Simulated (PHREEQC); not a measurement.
Synthetic water in mmol/kgw, 25 °C, pH 5.75, pe -1: Na 208; K 5.35; Ca 10.7; Mg 28; Cl 209; S(6) 37.8; Alkalinity (meq/kgw) 0.00141; Zn 4.36.

Valence states are taken as typed.

The numbers come from PHREEQC with the ion-association model, wateq4f.dat.

This is a speciation only: nothing precipitates in the calculation.

**Question.** Predict the ionic strength.

**Answer.** ionic strength 0.318 mol/kgw.

**Question.** In which forms is Zn present?

**Answer.** Zn+2 64 %, ZnSO4 21 %, ZnCl+ 10 %, Zn(SO4)2-2 3.3 %, ZnCl2 1.0 % of the Zn.
